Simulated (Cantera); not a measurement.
Charge: 1 mol SiCl₄, 0.95 mol O₂, 9.3 mol NO, held at 1125 K and 0.133 bar.

Cantera equilibrium calculation (NASA polynomials, part measured and part estimated; ideal gas, pure solids and liquids). Candidate condensed phases: Si, SiO₂, Si₂N₂O, Si₃N₄; 23 gas species. The numbers say what is thermodynamically allowed, not how fast it happens.

Base state: N₂ 0.413, O₂ 0.408, Cl₂ 0.176, Cl 0.00236, NO 0.000107, ClO 2.53e-5 (mole fractions); condensed: SiO₂(β-quartz).

Question: What changes in the equilibrium state with this change: pressure from 0.133 bar to 0.0110 bar?

Answer: 
| species | before | after |
|---|---|---|
| N₂ | 0.413 | 0.412 |
| O₂ | 0.408 | 0.407 |
| Cl₂ | 0.176 | 0.173 |
| Cl | 0.00236 | 0.00814 |
| ClO | 2.53e-5 | 2.50e-5 |
| NO | 0.000107 | 0.000107 |
| SiO₂(β-quartz), mol | 1.00 | 1.00 |
